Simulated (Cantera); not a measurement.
Input: 1 mol Si, 2.4 mol CO, 50 mol H2, held at 1198 K and 1200000 Pa.

These are equilibrium values from Cantera (NASA tables, ideal gas, pure condensed phases), not measurements of a reactor. Candidate condensed phases: C, C6H6, C7H8, C8H18, H2O, Si, SiC, SiO2; 123 gas species. The tables hold silica as quartz up to 1696 K and as liquid above; real silica turns to tridymite and cristobalite and melts near 1996 K. Kinetics and transport are ignored.

Question: What is the equilibrium state?

Answer: 
```
Quantity                                    Value
--------------------------------------  ---------
x(H2)                                       0.946
x(CH4)                                     0.0461
x(H2O)                                    0.00440
x(CO)                                     0.00391
x(CO2)                                    1.33e-5
x(C2H6)                                   1.71e-6
n(SiO2(β-quartz))                        1.00 mol
gas amount                              47.98 mol
log10 activity of C(graphite) (absent)      -0.57
log10 activity of Si(s) (absent)            -9.84
```
